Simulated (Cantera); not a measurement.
A closed system holds: 1 mol C₂H₄, 4.5 mol H₂O, held at 1975 K and 10.0 mbar.

Method: chemical equilibrium by Gibbs-energy minimisation in Cantera with the NASA 1993 tables (ideal gas, pure condensed phases). Candidate condensed phases: C, C₆H₆, C₇H₈, C₈H₁₈, H₂O; 110 gas species. Kinetics and transport are ignored.

Base state: H₂ 0.489, H₂O 0.267, CO 0.209, CO₂ 0.0254, H 0.00957, OH 0.000497 (mole fractions); condensed: gas only.

Question: What changes in the equilibrium state with this change: C₂H₄ replaced by C₆H₆?

Answer: 
```json
[
 {"species": "H₂", "before": "0.489", "after": "0.616"},
 {"species": "CO", "before": "0.209", "after": "0.373"},
 {"species": "H", "before": "0.00957", "after": "0.0107"},
 {"species": "H₂O", "before": "0.267", "after": "2.98e-7"},
 {"species": "CO₂", "before": "0.0254", "after": "4.02e-8"},
 {"species": "OH", "before": "0.000497", "after": "<1e-9"},
 {"species": "C₂H₂ (acetylene)", "before": "<1e-9", "after": "0.000400"},
 {"species": "C(graphite), mol", "before": "0", "after": "1.49"}
]
```
